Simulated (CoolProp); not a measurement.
Decamethylcyclopentasiloxane (D5) along the isobar 6.48 bar: density (kg/m³) from the reference equation and from simpler models built on Tc = 345.1 °C, pc = 10.78 bar, ω = 0.631; each cubic takes its own stable root.

Model: reference Helmholtz-energy equation of state, Thol 2019, in CoolProp.

```json
[
 {"T (°C)": "214.65", "phase": "liquid", "reference": "741.8"},
 {"T (°C)": "224.85", "phase": "liquid", "reference": "728.1"},
 {"T (°C)": "235.05", "phase": "liquid", "reference": "713.8"},
 {"T (°C)": "245.15", "phase": "liquid", "reference": "698.9"},
 {"T (°C)": "255.35", "phase": "liquid", "reference": "683.1"},
 {"T (°C)": "265.55", "phase": "liquid", "reference": "666.1"},
 {"T (°C)": "275.65", "phase": "liquid", "reference": "647.9"},
 {"T (°C)": "285.85", "phase": "liquid", "reference": "627.6"},
 {"T (°C)": "296.05", "phase": "liquid", "reference": "604.4"},
 {"T (°C)": "306.15", "phase": "liquid", "reference": "577.2"},
 {"T (°C)": "316.35", "phase": "gas", "reference": "75.12"},
 {"T (°C)": "326.55", "phase": "gas", "reference": "69.91"},
 {"T (°C)": "336.65", "phase": "gas", "reference": "65.94"},
 {"T (°C)": "346.85", "phase": "gas", "reference": "62.68"}
]
```

Q: How far does each simpler model (van der Waals, Soave-Redlich-Kwong) lie from the reference over these 14 states: mean and median of the absolute difference, and the worst?

A: 
- van der Waals: mean 46.6 %, median 44.5 %, worst -88.1 % at 296.05 °C and 6.48 bar
- Soave-Redlich-Kwong: mean 11.6 %, median 13.5 %, worst -19.9 % at 306.15 °C and 6.48 bar

At some of these states van der Waals gives the other phase, because its saturation line lies elsewhere.
